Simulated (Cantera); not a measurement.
Thermodynamics of halide evaporation, hydrolysis and transport, feed FeCl3 + HCl + N2

A closed system holds: 1 mol FeCl3, 0.64 mol HCl, 120 mol N2, at 2023.15 K.

Method: chemical equilibrium by Gibbs-energy minimisation in Cantera with the NASA 1993 tables (ideal gas, pure condensed phases). Candidate condensed phases: Fe, FeCl2, FeCl3, NH4Cl; 18 gas species. Kinetics and transport are ignored.

```
P (Pa)   x N2     x Cl   x FeCl2      x Fe     x HCl       x H      x H2    x Cl2
------  -----  -------  --------  --------  --------  --------  --------  -------
0.100   0.958   0.0290   9.13e-9   0.00798   5.45e-5   0.00504   7.03e-6  1.30e-9
0.720   0.958   0.0287   4.64e-7   0.00798  0.000359   0.00466   4.34e-5  9.15e-9
5.20    0.960   0.0274   2.20e-5   0.00797   0.00167   0.00316  0.000143  6.01e-8
37      0.963   0.0239  0.000771   0.00724   0.00374   0.00113  0.000132  3.26e-7
270     0.973   0.0141   0.00535   0.00273   0.00469  0.000331   8.20e-5  8.25e-7
1900    0.978  0.00873   0.00793  0.000212   0.00506   8.19e-5   3.53e-5  2.23e-6
14000   0.978  0.00816   0.00814   4.60e-6   0.00519   1.22e-5   5.78e-6  1.44e-5
100000  0.979  0.00794   0.00813   9.49e-8   0.00522   1.76e-6   8.61e-7  9.71e-5
```
x: gas mole fraction; nothing condenses.

From 0.100 Pa to 1.00 bar nothing is condensed. The main Fe-bearing gas is Fe at 0.100 Pa and FeCl2 at 1.00 bar.
